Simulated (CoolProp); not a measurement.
Saturation properties of sulfur hexafluoride.

Computed with CoolProp (reference Helmholtz-energy equation of state, Guder 2009).

```tsv
T (°C)	p (kPa)	vapour density (kg/m³)	liquid cp (kJ/(kg K))	vapour viscosity (µPa s)	liquid conductivity (mW/(m K))
-42.85	304.9	25.43	0.8583	12.3	74.7
-40.35	336.2	27.93	0.8663	12.4	74.0
-37.75	371.3	30.72	0.8748	12.6	73.3
-35.25	407.6	33.62	0.8831	12.7	72.6
-32.65	448.1	36.85	0.8919	12.8	71.9
-30.15	489.8	40.19	0.9006	13.0	71.1
-27.65	534.3	43.77	0.9096	13.1	70.4
-25.05	583.7	47.76	0.9192	13.3	69.6
-22.55	634.4	51.88	0.9287	13.4	68.9
-19.95	690.5	56.47	0.9390	13.6	68.1
-17.45	747.9	61.19	0.9493	13.7	67.3
-14.85	811.2	66.46	0.9605	13.9	66.5
-12.35	875.7	71.88	0.9718	14.1	65.7
```

Viscosity comes from a separate model (Quiñones-Cisneros 2012). Thermal conductivity comes from a separate model (Assael 2012).
